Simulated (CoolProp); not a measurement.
Vapour-liquid equilibrium of cyclohexane (1) + m-xylene (2) at 394.5 K; x and y are mole fractions of (1).

Model: multi-fluid Helmholtz-energy mixture model, Zhou 2014 and Zhou 2012; pair parameters Bell 2016, in CoolProp.

| x | bubble pressure, mixture model (MPa) | bubble pressure, Raoult's law (MPa) | y, mixture model | y, Raoult's law |
|---|---|---|---|---|
| 0.05 | 0.07645 | 0.07324 | 0.230 | 0.203 |
| 0.125 | 0.09815 | 0.09094 | 0.441 | 0.409 |
| 0.2 | 0.1188 | 0.1087 | 0.571 | 0.548 |
| 0.275 | 0.1384 | 0.1264 | 0.661 | 0.648 |
| 0.35 | [?] | 0.1441 | 0.726 | 0.723 |
| 0.425 | 0.1746 | 0.1618 | 0.777 | 0.782 |
| 0.5 | 0.1915 | 0.1795 | 0.818 | 0.829 |
| 0.575 | [?] | 0.1972 | 0.853 | 0.868 |
| 0.65 | [?] | 0.2149 | [?] | 0.900 |
| 0.725 | 0.2392 | 0.2326 | 0.910 | 0.927 |
| 0.8 | 0.2548 | 0.2503 | 0.936 | 0.951 |
| 0.875 | [?] | 0.2680 | 0.960 | 0.971 |
| 0.95 | 0.2865 | 0.2857 | 0.984 | 0.989 |

Task: Some entries are withheld; supply them.

Result: 
- 0.35, bubble pressure, mixture model (MPa): 0.1569
- 0.575, bubble pressure, mixture model (MPa): 0.2077
- 0.65, bubble pressure, mixture model (MPa): 0.2236
- 0.65, y, mixture model: 0.883
- 0.875, bubble pressure, mixture model (MPa): 0.2705

The largest gap from Raoult's law is +9.5 % in bubble pressure, at x = 0.275. No azeotrope shows between x = 0.05 and 0.95.

Pair parameters are fitted to limited data, so mixtures are less certain than the pure fluids.
